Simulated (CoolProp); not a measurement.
Benzene along the isobar 19.9 MPa: density (kg/m³) from the reference equation and from simpler models built on Tc = 288.9 °C, pc = 4.906 MPa, ω = 0.211; each cubic takes its own stable root.

The numbers come from the reference Helmholtz-energy equation of state, Thol 2012 in CoolProp.

| T (°C) | phase | reference |
|---|---|---|
| 245.35 | liquid | 661.7 |
| 254.55 | liquid | 650.8 |
| 263.85 | liquid | 639.6 |
| 273.05 | liquid | 628.3 |
| 282.25 | liquid | 616.8 |
| 291.45 | supercritical | 605.1 |
| 300.75 | supercritical | 593.0 |
| 309.95 | supercritical | 580.8 |
| 319.15 | supercritical | 568.4 |
| 328.35 | supercritical | 555.8 |
| 337.65 | supercritical | 542.8 |
| 346.85 | supercritical | 529.8 |

### Question
How far does each simpler model (van der Waals, Redlich-Kwong, Soave-Redlich-Kwong) lie from the reference over these 12 states: mean and median of the absolute difference, and the worst?

### Answer
- van der Waals: mean 27.2 %, median 27.4 %, worst -30.5 % at 245.35 °C and 19.9 MPa
- Redlich-Kwong: mean 8.4 %, median 8.5 %, worst -8.7 % at 254.55 °C and 19.9 MPa
- Soave-Redlich-Kwong: mean 8.8 %, median 8.8 %, worst -10.2 % at 346.85 °C and 19.9 MPa
